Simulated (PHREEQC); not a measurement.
Make-up at 25 °C: 26 mmol/kgw Cu(BF4)2, 34 mmol/kgw HCl and 5.9 mmol/kgw H3BO3. Closed to the air; pH follows from the charge balance.

All values are PHREEQC results (ion-association model, wateq4f.dat), not measurements.

| Quantity | Result |
|---|---|
| pH | 1.57 |
| ionic strength | 0.109 mol/kgw |
| total alkalinity | -190 meq/kg |

```json
[
 {"species": "BF4-", "molality": "0.0481", "activity": "0.0354", "log γ": "-0.133"},
 {"species": "Cl-", "molality": "0.0331", "activity": "0.0251", "log γ": "-0.121"},
 {"species": "H+", "molality": "0.0331", "activity": "0.0272", "log γ": "-0.085"},
 {"species": "Cu+2", "molality": "0.0251", "activity": "0.00980", "log γ": "-0.408"},
 {"species": "HF", "molality": "0.00748", "activity": "0.00767", "log γ": "0.011"},
 {"species": "H3BO3", "molality": "0.00714", "activity": "0.00732", "log γ": "0.011"},
 {"species": "BF3OH-", "molality": "0.00230", "activity": "0.00169", "log γ": "-0.133"},
 {"species": "CuCl+", "molality": "0.000867", "activity": "0.000662", "log γ": "-0.118"},
 {"species": "BF2(OH)2-", "molality": "0.000409", "activity": "0.000302", "log γ": "-0.133"},
 {"species": "F-", "molality": "0.000249", "activity": "0.000188", "log γ": "-0.122"},
 {"species": "H2F2", "molality": "0.000150", "activity": "0.000153", "log γ": "0.011"},
 {"species": "CuF+", "molality": "4.32e-5", "activity": "3.36e-5", "log γ": "-0.110"},
 {"species": "CuCl2", "molality": "8.69e-6", "activity": "8.92e-6", "log γ": "0.011"},
 {"species": "HF2-", "molality": "7.34e-6", "activity": "5.54e-6", "log γ": "-0.122"}
]
```

Precipitation was switched off in this run. Species that the database lacks are ignored. Real BF4- forms and hydrolyses slowly; the run takes it at equilibrium.
